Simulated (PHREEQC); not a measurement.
1 kg of water holding 0.055 mol K2SO4 and 0.0087 mol KCl is evaporated at 15 °C; the solids stay in contact with the brine. No CO2 enters from the air. The run lets Arcanite, Misenite, Sylvite precipitate or redissolve, and no other solid.

The numbers come from PHREEQC with the Pitzer model, pitzer.dat.

| water left (kg) | ionic strength | water activity | Arcanite (mol) |
|---|---|---|---|
| 1 | 0.174 | 0.997 | 0 |
| 0.6755 | 0.257 | ? | 0 |
| 0.4563 | ? | 0.994 | 0 |
| 0.375 | ? | 0.993 | 0 |
| 0.2533 | 0.686 | 0.990 | 0 |
| 0.1711 | 1.01 | 0.986 | 0 |
| 0.1156 | ? | 0.981 | 0 |
| 0.07809 | 1.61 | 0.979 | 0.0159 |
| 0.06418 | 1.61 | 0.978 | 0.0234 |
| 0.04335 | 1.61 | 0.977 | 0.0346 |
| 0.0293 | 1.62 | ? | 0.0421 |
| 0.01979 | 1.64 | 0.972 | 0.0471 |
| 0.01337 | 1.69 | 0.967 | 0.0504 |
| 0.01099 | 1.75 | 0.964 | 0.0515 |
| 0.007426 | 1.94 | 0.954 | 0.0531 |
| 0.005012 | 2.32 | 0.939 | 0.0540 |

**Question.** Fill in the missing entries.

**Answer.** 
- 0.6755, water activity: 0.996
- 0.4563, ionic strength: 0.381
- 0.375, ionic strength: 0.463
- 0.1156, ionic strength: 1.50
- 0.0293, water activity: 0.975
